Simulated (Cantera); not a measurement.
A closed system holds: 1 mol C3H8, 0.24 mol CO2, 0.74 mol H2, at 2.40 Torr.

These are equilibrium values from Cantera (NASA tables, ideal gas, pure condensed phases), not measurements of a reactor. Candidate condensed phases: C, C6H6, C7H8, C8H18, H2O; 110 gas species. Rates play no part.

Task: At 1273 K, list the 4 most abundant gas species with their mole fractions, and the condensed phases.

Result: H2 0.908, CO 0.0920, CH4 2.48e-5, H 1.20e-5. Condensed: C(graphite).
